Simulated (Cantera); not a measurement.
A Cantera script and what it prints.

```python
import numpy as np
import cantera as ct

gas_names = """
    H HO2 H2 H2O H2O2 H2S H2SO4 O OH O2 O3 S SH SO SO2 SO3 S2 S2O S8
""".split()
cond_names = """
    H2O(s) H2O(L) H2SO4(L) S(cr1) S(cr2) S(L)
""".split()


# ... load() reads the species with a 1 bar reference pressure and builds the phases ...
atoms = {
    'H2S': {'H': 2, 'S': 1},
    'O2': {'O': 2},
    'H2': {'H': 2},
}
top_T = {}  # K; cautious upper limits of use, not melting points


# ... equilibrate(T, P, feed) seeds the gas with the atoms and calls Mixture.equilibrate('TP', solver="vcs", rtol=1e-11, max_steps=5000) ...
results = []
feed = {'H2S': 1, 'O2': 0.032, 'H2': 5.7}  # mol
P = 1333.22  # Pa
for T in [948, 998, 1048, 1098, 1148, 1198, 1248, 1298, 1348, 1398, 1448]:
    mix = equilibrate(T, P, feed)
    results.append((T, P, feed, dict(zip(mix.species_names, mix.species_moles))))

top = {s: max(r[3][s] / sum(r[3][g] for g in gas_names) for r in results) for s in gas_names}
cols = sorted((s for s in top if top[s] > 0.001), key=lambda s: -top[s])[:7]
seen = [c for c in cond_names if any(r[3].get(c, 0) > 1e-12 for r in results)]
print("log10 of partial pressures in bar; condensed amounts in mol")
print(f"{'T/K':>10s}" + "".join(f"{s[:9]:>10s}" for s in cols + seen))
for T, P, feed, n in results:
    ng = sum(n[g] for g in gas_names)
    print(f"{T:10.4g}" + "".join(f"{np.log10(max(n[s] / ng * P / 1e5, 1e-99)):10.3f}" for s in cols)
          + "".join(f"{n.get(c, 0):10.4g}" for c in seen))
```

Output:

```
log10 of partial pressures in bar; condensed amounts in mol
       T/K        H2       H2S        S2       H2O        SH
       948    -1.950    -2.701    -6.283    -3.895    -7.417
       998    -1.950    -2.702    -5.788    -3.895    -6.963
      1048    -1.950    -2.703    -5.342    -3.895    -6.554
      1098    -1.950    -2.707    -4.941    -3.895    -6.184
      1148    -1.949    -2.714    -4.583    -3.896    -5.850
      1198    -1.948    -2.728    -4.270    -3.897    -5.552
      1248    -1.946    -2.752    -4.005    -3.898    -5.289
      1298    -1.943    -2.787    -3.791    -3.900    -5.060
      1348    -1.940    -2.835    -3.623    -3.903    -4.863
      1398    -1.936    -2.893    -3.495    -3.906    -4.695
      1448    -1.933    -2.958    -3.399    -3.909    -4.549
```

Equilibrium computed with Cantera from the NASA thermochemical tables; the gas is ideal and each condensed phase is pure. Gases not in the tables: S3 to S7.
